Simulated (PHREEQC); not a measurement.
Model water analysis in mmol/kgw, 94 °C, pH 4.12, pe 8.1: Na 5.79; K 0.588; Ca 19.9; Mg 0.57; Cl 7.4; S(6) 19.9; N(5) 0.0397; Pb 0.209; Si 0.138; F 0.154.

Cl is adjusted to close the charge balance.
Valence states are taken as typed.

Equilibrium calculation in PHREEQC: ion-association model, wateq4f.dat.

Each row changes one thing in this solution. Precipitation was switched off in this run.

```tsv
case	ionic strength (mol/kgw)	Ca+2 (mol/kgw)	SO4-2 (mol/kgw)	HSO4- (mol/kgw)	Mg+2 (mol/kgw)	Pb+2 (mol/kgw)	SI of Gypsum (CaSO4:2H2O)	SI of Fluorite (CaF2)
as made	0.0554	0.0123	0.0114	0.000260	0.000198	8.24e-5	+0.17	-0.33
Pb from 0.209 to 0.104 mmol/kgw	0.0552	0.0123	0.0114	0.000261	0.000197	4.11e-5	+0.17	-0.33
Si from 0.138 to 0.069 mmol/kgw	0.0554	0.0123	0.0114	0.000260	0.000198	8.24e-5	+0.17	-0.33
```

Species that the database lacks are ignored. Some of these states are supersaturated (in Anglesite, Gypsum, for instance). Constants without temperature data keep their 25 °C values here. SiF6-2 is the database's only silicon fluoride.
